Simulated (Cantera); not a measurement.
Charge: 1 mol N₂O, 0.068 mol H₂O, 8.4 mol N₂, equilibrated at 0.000450 bar.

These are equilibrium values from Cantera (NASA tables, ideal gas, pure condensed phases), not measurements of a reactor. Candidate condensed phases: H₂O; 47 gas species. Ions and electrons are included (thermal ionisation). Rates play no part.

### Question
At 3477 °C, list the 5 most abundant gas species with their mole fractions, and the condensed phases.

### Answer
N₂ 0.859, O 0.0987, N 0.0293, H 0.0126, NO 0.000530. Condensed: gas only.
